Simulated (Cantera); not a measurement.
A diamond (100) surface in a fixed gas of H2 with x(CH4) = 0.0079, x(CH3) = 0.0001, at 1125 K, 2300 Pa; coverages are run to steady state.

Cantera simulation using the Harris–Goodwin 1993 mechanism for the reconstructed diamond (100) surface; the numbers are that mechanism's predictions, not measurements.

θ: site fractions in the mechanism's names (c6HH fully hydrogenated, c6H* and c6*H radical sites, c6** diradical, c6HM methylated).

| x(H) | growth (µm/h) | θ c6HH | θ c6H* | θ c6*H | θ c6** | θ c6HM |
|---|---|---|---|---|---|---|
| 0.0001 | 0.0391 | 0.600 | 0.0243 | 0.364 | 0.00524 | 0.00288 |
| 0.00021 | … | 0.549 | 0.0272 | 0.407 | … | … |
| 0.00046 | 0.162 | 0.518 | 0.0289 | 0.432 | 0.0136 | 0.00387 |
| 0.00098 | 0.295 | 0.503 | 0.0296 | 0.444 | 0.0169 | 0.00394 |
| 0.0021 | 0.515 | 0.495 | 0.0300 | 0.449 | 0.0191 | 0.00362 |
| 0.0045 | 0.834 | 0.492 | 0.0302 | 0.453 | 0.0203 | 0.00293 |
| 0.0097 | 1.20 | 0.491 | 0.0304 | 0.454 | 0.0209 | 0.00203 |
| 0.021 | … | 0.491 | 0.0305 | 0.455 | 0.0212 | … |
| 0.045 | 1.75 | 0.491 | 0.0307 | 0.456 | 0.0214 | 0.000653 |

### Question
Fill in the missing entries.

### Answer

- 0.00021, growth (µm/h): 0.0821
- 0.00021, θ c6**: 0.00921
- 0.00021, θ c6HM: 0.00346
- 0.021, growth (µm/h): 1.53
- 0.021, θ c6HM: 0.00121
